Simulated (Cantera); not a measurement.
A perfectly stirred reactor is fed with C2H4 : H2 = 1 : 1 (molar parts), at 20.0 Torr; it is held at 1650 K, and followed from long to short residence time.

Model: GRI-Mech 3.0 (53 species, 325 reactions), integrated in Cantera. GRI-Mech 3.0 was tuned for natural gas; its chemistry of ethylene as a main component is partial and can be far from experiment. GRI-Mech 3.0 stops at C3 and has no aromatics, soot or wall deposition, so with more carbon than oxygen in the feed, carbon stays in small species such as C2H2 where larger ones or solid carbon would form. Radical loss at walls, strong at low pressure, is not modelled.

Task: What does this change do: pressure from 20.0 Torr to 1430 Torr?

Result: 
```json
[
 {"quantity": "x(C2H4) at τ = 8.80 s", "before": "0.000674", "after": "0.0242"},
 {"quantity": "x(H2) at τ = 8.80 s", "before": "0.665", "after": "0.583"},
 {"quantity": "x(C2H) at τ = 8.80 s", "before": "8.63e-7", "after": "1.15e-7"},
 {"quantity": "x(C2H6) at τ = 8.80 s", "before": "1.91e-8", "after": "8.15e-5"},
 {"quantity": "x(CH4) at τ = 8.80 s", "before": "0.000952", "after": "0.0903"},
 {"quantity": "x(C2H4) at τ = 57.0 ms", "before": "0.146", "after": "0.0300"},
 {"quantity": "x(H2) at τ = 57.0 ms", "before": "0.618", "after": "0.609"},
 {"quantity": "x(C2H) at τ = 57.0 ms", "before": "5.92e-8", "after": "1.27e-7"},
 {"quantity": "x(C2H6) at τ = 57.0 ms", "before": "6.88e-7", "after": "7.06e-5"},
 {"quantity": "x(CH4) at τ = 57.0 ms", "before": "9.01e-5", "after": "0.0570"}
]
```

Task: What does this change do: H2 1 to 0.22 parts?

Result: 
```json
[
 {"quantity": "x(C2H4) at τ = 8.80 s", "before": "0.000674", "after": "0.000828"},
 {"quantity": "x(H2) at τ = 8.80 s", "before": "0.665", "after": "0.548"},
 {"quantity": "x(C2H) at τ = 8.80 s", "before": "8.63e-7", "after": "1.25e-6"},
 {"quantity": "x(C2H6) at τ = 8.80 s", "before": "1.91e-8", "after": "1.93e-8"},
 {"quantity": "x(CH4) at τ = 8.80 s", "before": "0.000952", "after": "0.000910"},
 {"quantity": "x(C2H4) at τ = 57.0 ms", "before": "0.146", "after": "0.224"},
 {"quantity": "x(H2) at τ = 57.0 ms", "before": "0.618", "after": "0.449"},
 {"quantity": "x(C2H) at τ = 57.0 ms", "before": "5.92e-8", "after": "8.80e-8"},
 {"quantity": "x(C2H6) at τ = 57.0 ms", "before": "6.88e-7", "after": "6.68e-7"},
 {"quantity": "x(CH4) at τ = 57.0 ms", "before": "9.01e-5", "after": "8.50e-5"}
]
```
